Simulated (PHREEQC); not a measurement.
Dissolve 0.91 mol KOH, 0.0037 mol H3BO3 and 0.0028 mol Na2CO3 per kg of water at 10 °C. Closed to the air; pH follows from the charge balance.

All values are PHREEQC results (Pitzer model, pitzer.dat), not measurements.

| quantity | before | after |
|---|---|---|
| pH | 14.43 | 13.01 |
| ionic strength (mol/kgw) | 0.918 | 0.918 |
| HCO3- (mol/kgw) | 9.59e-8 | 1.06e-6 |
| B(OH)3 (mol/kgw) | 2.03e-8 | 5.05e-7 |

### Question
Name the change that produced these shifts.
A. KOH from 0.91 to 0.091 mol/kgw
B. temperature from 10 to 70 °C
C. temperature from 10 to 55 °C
D. diluted 10-fold with water
E. Na2CO3 from 0.0028 to 0.00056 mol/kgw

### Answer
C, temperature from 10 to 55 °C

No solid was allowed to form. Away from 25 °C the constants follow the database's enthalpies or fits; those with neither stay at their 25 °C values.
